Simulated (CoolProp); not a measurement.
n-heptane along the isotherm 451.3 K: density (kg/m³) from the reference equation and from simpler models built on Tc = 541.2 K, pc = 2774 kPa, ω = 0.349; each cubic takes its own stable root.

Values from CoolProp's reference Helmholtz-energy equation of state, Span 2003. It is a short technical equation, of lower accuracy than the large ones.

| p (kPa) | phase | reference |
|---|---|---|
| 1070 | liquid | 528.9 |
| 2130 | liquid | 533.6 |
| 3200 | liquid | 537.9 |
| 4270 | liquid | 541.8 |
| 5330 | liquid | 545.5 |
| 6400 | liquid | 549.0 |
| 7470 | liquid | 552.2 |
| 8530 | liquid | 555.3 |
| 9600 | liquid | 558.3 |
| 10700 | liquid | 561.1 |
| 11700 | liquid | 563.7 |
| 12800 | liquid | 566.3 |
| 13900 | liquid | 568.9 |

Task: How far does each simpler model (Redlich-Kwong, Soave-Redlich-Kwong, Peng-Robinson) lie from the reference over these 13 states: mean and median of the absolute difference, and the worst?

Result: 
- Redlich-Kwong: mean 14.3 %, median 13.7 %, worst -19.2 % at 451.3 K and 1070 kPa
- Soave-Redlich-Kwong: mean 10.7 %, median 10.4 %, worst -13.3 % at 451.3 K and 1070 kPa
- Peng-Robinson: mean 1.2 %, median 1.2 %, worst +2.2 % at 451.3 K and 13900 kPa
